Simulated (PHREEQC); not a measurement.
Acid rinse or clean

Make-up at 20 °C: 0.059 mol/kgw HCl, 0.034 mol/kgw FeCl3 and 3.4e-05 mol/kgw CuCl2. Closed to the air; pH follows from the charge balance.

Model: ion-association model, wateq4f.dat, run in PHREEQC.

Precipitation was switched off in this run.

**Question.** Estimate the pH, ionic strength.

**Answer.** pH 1.32; ionic strength 0.198 mol/kgw.

**Question.** In which forms is Cu present?

**Answer.** Cu+2 91 %, CuCl+ 8.7 % of the Cu.

The solution is supersaturated, for example in Hematite (slow to form), Goethite (slow to form), so a real one may precipitate; this is no full list.
